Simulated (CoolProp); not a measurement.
R404A at 298.15 K and 1.01 MPa is throttled through a valve to 0.227 MPa with no heat exchange. Each further row changes one setting.

Values from CoolProp's reference Helmholtz-energy equation of state, Lemmon 2003. It is a pseudo-pure fit of the blend.

```csv
case,temperature change (K),final density (kg/m³)
as stated,-16.2,9.92
outlet pressure 0.0681 MPa,…,…
outlet pressure 0.295 MPa,…,…
```

Question: Fill in the missing entries.

Answer: 
- outlet pressure 0.0681 MPa, temperature change (K): -19.6
- outlet pressure 0.0681 MPa, final density (kg/m³): 2.91
- outlet pressure 0.295 MPa, temperature change (K): -14.7
- outlet pressure 0.295 MPa, final density (kg/m³): 13.0
